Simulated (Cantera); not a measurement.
## Catalytic combustion on Pt

An isothermal plug-flow reactor at 700 K and 1.78 atm (inlet), inlet velocity 0.44 m/s, active area per volume 530 1/m; feed H₂ : O₂ : N₂ = 0.025 : 0.065 : 1.3 (molar parts), equivalence ratio 0.19.

Cantera simulation using Deutschmann's 1995 Pt surface mechanism with GRI-Mech 3.0 gas chemistry; the numbers are that mechanism's predictions, not measurements. Catalytic surfaces can have several steady states; this one follows from the mechanism file's or the stated starting coverage. Mass transfer to the wall is taken as infinitely fast.

| z (m) | x H₂ | x O₂ | x H₂O | θ free Pt | θ O* | θ OH* |
|---|---|---|---|---|---|---|
| 6.9e-05 | 0.00601 | 0.0410 | 0.0121 | 0.263 | 0.723 | 0.0140 |
| 0.00015 | 0.00327 | 0.0397 | 0.0149 | 0.148 | 0.840 | 0.0118 |
| 0.00032 | 0.00164 | 0.0389 | 0.0165 | 0.0763 | 0.915 | 0.00907 |
| 0.00069 | 0.000777 | 0.0385 | 0.0174 | 0.0377 | 0.956 | 0.00661 |
| 0.0015 | 0.000341 | 0.0383 | 0.0178 | 0.0196 | 0.976 | 0.00485 |
| 0.0032 | 0.000127 | 0.0382 | 0.0180 | 0.0123 | 0.984 | 0.00388 |
| 0.0069 | 2.78e-5 | 0.0381 | 0.0181 | 0.00969 | 0.987 | 0.00345 |
x: gas mole fraction; θ: surface coverage.
